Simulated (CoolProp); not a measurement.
Vapour-liquid equilibrium of ethanol (1) + dimethyl carbonate (2) at 463.9 K; x and y are mole fractions of (1).

Model: multi-fluid Helmholtz-energy mixture model, Schroeder 2014 and Zhou 2011; pair parameters Bell 2016, in CoolProp.

**Question.** Give the bubble pressure and the first vapour's composition at x = 0.2, 0.35, 0.425. Is there an azeotrope?

**Answer.** x = 0.2: 1.676 MPa, y = 0.390; x = 0.35: 1.955 MPa, y = 0.534; x = 0.425: 2.065 MPa, y = 0.589. No azeotrope shows between x = 0.05 and 0.95.

The pair parameters rest on a limited set of measurements; away from them the model extrapolates.
